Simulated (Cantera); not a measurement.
What does this Cantera script print?

```python
import numpy as np
import cantera as ct

gas = ct.Solution("h2o2.yaml")
gas.TP = 300, 100000
flame = ct.CounterflowDiffusionFlame(gas, width=0.02)
flame.fuel_inlet.X, flame.fuel_inlet.T = {'H2': 1, 'N2': 0.59}, 350
flame.oxidizer_inlet.X, flame.oxidizer_inlet.T = {'O2': 0.26, 'N2': 0.74}, 823
flame.set_refine_criteria(ratio=3, slope=0.12, curve=0.24, prune=0.03)
show = ['OH', 'H', 'H2O', 'HO2']

rows = []
print(f"{'mdot':>8s}{'a_max':>10s}{'a_mean':>10s}{'Tmax/K':>9s}" + "".join(f"{s:>11s}" for s in show) + "   (peak mole fractions)")
for i, mdot in enumerate([0.6, 0.78, 1, 1.3, 1.7, 2.2, 2.9, 3.8, 4.9, 6.4]):  # kg/m2/s on the oxidiser side
    flame.oxidizer_inlet.mdot, flame.fuel_inlet.mdot = mdot, 0.87 * mdot
    flame.solve(loglevel=0, auto=(i == 0))
    if flame.T.max() < max(350, 823) + 100:
        print(f"{mdot:8.3g}  no burning solution found from the previous one")
        break
    dT = np.abs(np.gradient(flame.T, flame.grid))
    rows.append([flame.strain_rate("max"), flame.strain_rate("mean"), flame.T.max(),
                 *(flame.X[gas.species_index(s)].max() for s in show), max(dT[0], dT[-1]) / dT.max()])
    print(f"{mdot:8.3g}{rows[-1][0]:10.1f}{rows[-1][1]:10.1f}{rows[-1][2]:9.1f}" + "".join(f"{x:11.3e}" for x in rows[-1][3:-1]))
```

Result:

```
    mdot     a_max    a_mean   Tmax/K         OH          H        H2O        HO2   (peak mole fractions)
     0.6     520.9     135.8   2510.0  2.467e-02  1.636e-02  2.915e-01  2.536e-05
    0.78     666.1     176.5   2474.9  2.482e-02  1.773e-02  2.894e-01  3.123e-05
       1     837.7     226.3   2438.3  2.493e-02  1.921e-02  2.869e-01  3.717e-05
     1.3    1071.4     294.2   2397.6  2.500e-02  2.097e-02  2.846e-01  4.409e-05
     1.7    1374.0     384.7   2352.4  2.495e-02  2.288e-02  2.820e-01  5.159e-05
     2.2    1752.1     497.9   2307.5  2.483e-02  2.493e-02  2.794e-01  5.958e-05
     2.9    2267.6     656.3   2259.9  2.473e-02  2.746e-02  2.764e-01  6.862e-05
     3.8    2922.3     860.0   2207.9  2.436e-02  2.992e-02  2.735e-01  7.894e-05
     4.9    3728.5    1108.9   2156.1  2.380e-02  3.229e-02  2.710e-01  8.848e-05
     6.4    4792.2    1448.4   2102.5  2.310e-02  3.490e-02  2.680e-01  9.848e-05
```

Computed with Cantera and the H2/O2 subset of GRI-Mech 3.0, which has no nitrogen chemistry. The maximum strain rate includes the flame's own expansion and is several times the mean.
